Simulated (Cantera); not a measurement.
Feed: 1 mol Si3N4, 0.35 mol Si, 0.17 mol H2, 0.06 mol C, held at 1725 °C and 14.0 mbar.

These are equilibrium values from Cantera (NASA tables, ideal gas, pure condensed phases), not measurements of a reactor. Candidate condensed phases: C, C6H6, C7H8, C8H18, Si, SiC, Si3N4; 105 gas species. Mutual solubility and eutectic melting of coexisting phases are not modelled. The tables' values for SiN are old estimates; treat these amounts as uncertain. Equilibrium is a limit: real reactors are often held back by kinetics, nucleation or transport.

Base state: N2 0.917, H2 0.0759, H 0.00374, Si 0.00304, HCN 0.000210, Si2N 0.000119, SiN 9.01e-5, Si2C 8.28e-5 (mole fractions); condensed: Si(l) + SiC(s).

Q: What changes in the equilibrium state with this change: temperature from 1725 °C to 2402 °C?

A: 
```tsv
species	before	after
Si	0.00304	0.562
N2	0.917	0.361
H	0.00374	0.0418
H2	0.0759	0.00915
SiC	3.05e-9	3.15e-5
SiC2	3.70e-7	0.000664
CN	2.43e-7	0.000109
Si2	3.14e-5	0.00931
Si(l), mol	3.28	0
SiC(s), mol	0.0593	0
```
